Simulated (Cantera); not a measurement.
Input: 1 mol TiC, 0.3 mol H2, at 0.0133 bar.

These are equilibrium values from Cantera (NASA tables, ideal gas, pure condensed phases), not measurements of a reactor. Candidate condensed phases: C, C6H6, C7H8, C8H18, Ti, TiC; 77 gas species. TiC: taken at fixed stoichiometry. Rates play no part. All values below are at 1548 K.

Base state: H2 1.000, H 0.000267 (mole fractions); condensed: TiC(s).

**Question.** What changes in the equilibrium state with this change: 0.0092 mol H2O added?

**Answer.** 
```
species          before     after
-------------  --------  --------
H2                1.000     0.988
CO                    0    0.0118
H              0.000267  0.000265
H2O                   0   2.40e-5
TiC(s), mol        1.00     0.996
Ti2O3(s), mol         0   0.00184
```
Mutual solubility and eutectic melting of coexisting phases are not modelled. Further candidate phases: H2O, TiO, TiO2, Ti2O3, Ti3O5, Ti4O7.
